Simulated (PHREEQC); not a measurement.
Dissolve 0.063 mol NaOH and 0.00038 mol (CH3)4NCl per kg of water at 91 °C. Closed to the air; pH follows from the charge balance.

Model: ion-association model, phreeqc.dat, run in PHREEQC.

```csv
quantity,before,after
pH,11.07,11.71
ionic strength (mol/kgw),0.0634,0.0634
```

Q: What was changed between the two runs?
(A) diluted 100-fold with water
(B) temperature from 91 to 60 °C
(C) NaOH left out
(D) 0.0056 mol/kgw H2SO4 added
(E) 0.063 mol/kgw H2SO4 added

A: B, temperature from 91 to 60 °C

No solid was allowed to form. (CH3)4N+ isn't in the database: it is added as a free cation with an ion size of 4 Å. Constants without temperature data keep their 25 °C values here.
